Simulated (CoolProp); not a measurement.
R141b at 249.32 K and 3.16 MPa is throttled through a valve to 1.25 MPa with no heat exchange. Each further row changes one setting.

Values from CoolProp's reference Helmholtz-energy equation of state, Lemmon 2006. It is a short technical equation, of lower accuracy than the large ones.

```csv
case,temperature change (K),final density (kg/m³)
as stated,?,1320
outlet pressure 0.375 MPa,?,1320
outlet pressure 1.62 MPa,?,?
```

Question: Fill in the missing entries.

Answer: 
- as stated, temperature change (K): +0.9
- outlet pressure 0.375 MPa, temperature change (K): +1.3
- outlet pressure 1.62 MPa, temperature change (K): +0.7
- outlet pressure 1.62 MPa, final density (kg/m³): 1330
